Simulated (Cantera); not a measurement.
Feed: 1 mol SiC, a varied amount of N2O, 1.8 mol H2, at 1400 K and 24.0 Pa.

Equilibrium computed with Cantera from the NASA thermochemical tables; the gas is ideal and each condensed phase is pure. Candidate condensed phases: C, C6H6, C7H8, C8H18, H2O, Si, SiC, SiO2, Si2N2O, Si3N4; 151 gas species. Mutual solubility and eutectic melting of coexisting phases are not modelled. Rates play no part.

**Question.** Which condensed phases are stable at each of these points (n(N2O) (mol)): 0.013, 0.02, 0.031, 0.048, 0.073, 0.11, 0.17, 0.26?

**Answer.** 
| n(N2O) (mol) | condensed phases | Si condensed (%) |
|---|---|---|
| 0.013 | SiC(s) | 99.3 |
| 0.02 | SiC(s) + Si2N2O(s) | 99.1 |
| 0.031 | SiC(s) + Si2N2O(s) | 99.1 |
| 0.048 | SiC(s) + Si2N2O(s) | 99.2 |
| 0.073 | SiC(s) + Si2N2O(s) | 99.2 |
| 0.11 | SiC(s) + Si2N2O(s) | 99.3 |
| 0.17 | SiC(s) + Si2N2O(s) | 99.3 |
| 0.26 | SiC(s) + Si2N2O(s) | 99.4 |

At 0.013 mol N2O the condensed part is SiC(s). From 0.02 mol N2O to 0.26 mol N2O the condensed part is SiC(s) + Si2N2O(s).
